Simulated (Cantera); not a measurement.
# Hydrocarbon pyrolysis for carbon deposition

An isothermal, constant-pressure homogeneous reactor starts with C2H6 : N2 = 1 : 1.8 (molar parts), at 1725 K and 20.0 Torr.

Detailed kinetics in Cantera: GRI-Mech 3.0 (53 species, 325 reactions). GRI-Mech 3.0 stops at C3 and has no aromatics, soot or wall deposition, so with more carbon than oxygen in the feed, carbon stays in small species such as C2H2 where larger ones or solid carbon would form. Radical loss at walls, strong at low pressure, is not modelled.

```tsv
t (s)	x C2H6	x C2H	x H	x C2H4	x CH3	x CH2
3.00e-6	0.354	<1e-12	4.70e-6	4.82e-6	0.00442	1.54e-7
1.18e-5	0.344	<1e-12	7.68e-5	0.000280	0.0161	6.63e-6
4.60e-5	0.289	8.81e-9	0.000727	0.0141	0.0460	5.86e-5
0.000180	0.0889	1.65e-6	0.00200	0.107	0.0670	0.000108
0.000706	0.00198	4.43e-6	0.00156	0.0773	0.0146	2.79e-5
0.00277	0.000135	1.79e-6	0.000526	0.0266	0.00357	4.12e-6
0.0108	4.14e-5	1.17e-6	0.000329	0.00458	0.00186	1.51e-6
0.0425	2.61e-5	1.28e-6	0.000370	0.00109	0.00150	1.33e-6
0.166	7.51e-6	1.54e-6	0.000470	0.000343	0.000840	9.26e-7
0.652	6.72e-7	2.04e-6	0.000642	0.000111	0.000271	4.24e-7
2.55	3.15e-8	2.29e-6	0.000729	9.25e-5	6.01e-5	1.10e-7
10.0	3.22e-9	2.32e-6	0.000738	9.21e-5	1.71e-5	3.20e-8
```
x: mole fraction; the columns are a selection and need not sum to one.

Equilibrium at this temperature and pressure: C2H6 1.39e-9, C2H 1.62e-6, H 0.000739, C2H4 6.44e-5, CH3 1.01e-5, CH2 1.90e-8 (gas phase only).
